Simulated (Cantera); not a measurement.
An isothermal, constant-pressure homogeneous reactor starts with 0.990 % CH₄, 99.0 % H₂, at 1850 K and 38000 Pa.

Model: GRI-Mech 3.0 (53 species, 325 reactions), integrated in Cantera. GRI-Mech 3.0 stops at C3 and has no aromatics, soot or wall deposition, so with more carbon than oxygen in the feed, carbon stays in small species such as C2H2 where larger ones or solid carbon would form.

x: mole fraction; the columns are a selection and need not sum to one.

```
t (s)       x CH₄   x H₂   x C₂H₆     x C₂H       x H     x CH₂
--------  -------  -----  -------  --------  --------  --------
6.00e-5   0.00989  0.990  2.76e-9    <1e-12   5.46e-5  7.21e-10
0.000153  0.00987  0.990      ___    <1e-12       ___       ___
0.000391  0.00983  0.990  1.32e-7    <1e-12  0.000339   2.67e-8
0.000999  0.00973  0.989  4.16e-7  7.01e-11  0.000677   1.04e-7
0.00255   0.00954  0.989  5.67e-7  7.75e-10  0.000852   1.61e-7
0.00651   0.00912  0.990  5.26e-7   2.75e-9  0.000861   1.57e-7
0.0166        ___  0.990      ___       ___  0.000862       ___
0.0424    0.00652  0.991  2.71e-7   1.50e-8  0.000866   1.14e-7
0.108     0.00429  0.992  1.20e-7   2.56e-8  0.000870   7.63e-8
0.277     0.00236  0.993  3.92e-8   3.49e-8  0.000874   4.26e-8
0.706     0.00131  0.994  1.48e-8   4.00e-8  0.000877   2.38e-8
1.80      0.00102  0.994  1.06e-8   4.14e-8  0.000877   1.86e-8
4.60      0.00100  0.994  1.04e-8   4.14e-8  0.000877   1.83e-8
11.8      0.00100  0.994  1.04e-8   4.14e-8  0.000877   1.83e-8
30.0      0.00100  0.994  1.04e-8   4.14e-8  0.000877   1.83e-8
```

Question: What belongs in the gaps?

Answer: 
- 0.000153, x C₂H₆: 2.31e-8
- 0.000153, x H: 0.000139
- 0.000153, x CH₂: 4.57e-9
- 0.0166, x CH₄: 0.00820
- 0.0166, x C₂H₆: 4.26e-7
- 0.0166, x C₂H: 7.08e-9
- 0.0166, x CH₂: 1.42e-7
